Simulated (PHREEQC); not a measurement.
A made-up water analysis in mg/L, 25 °C, pH 3.19, pe 10: Na 71.7; K 39.4; Ca 114; Mg 7.73; Cl 25; S(6) as SO4 555; Cd 5.58; Fe(3) 15.8.

Valence states are taken as typed.

Equilibrium calculation in PHREEQC: ion-association model, phreeqc.dat.

Precipitation was switched off in this run.

**Question.** Predict the ionic strength.

**Answer.** ionic strength 0.0173 mol/kgw.

**Question.** In which forms is Fe present?

**Answer.** FeSO4+ 55 %, FeOH+2 27 %, Fe(OH)2+ 9.4 %, Fe+3 4.4 %, Fe(SO4)2- 3.4 % of the Fe.

The solution is supersaturated, for example in Jarosite-K, Hematite (slow to form), so a real one may precipitate; this is no full list.
